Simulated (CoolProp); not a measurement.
Vapour-liquid equilibrium of cyclohexane (1) + m-xylene (2) at 397.1 K; x and y are mole fractions of (1).

The numbers come from the multi-fluid Helmholtz-energy mixture model, Zhou 2014 and Zhou 2012; pair parameters Bell 2016 in CoolProp.

Problem. Give the bubble pressure and the first vapour's composition at x = 0.35, 0.425, 0.5. Is there an azeotrope?

Solution. x = 0.35: 167.1 kPa, y = 0.722; x = 0.425: 185.8 kPa, y = 0.774; x = 0.5: 203.7 kPa, y = 0.815. No azeotrope shows between x = 0.05 and 0.95.

The pair parameters rest on a limited set of measurements; away from them the model extrapolates.
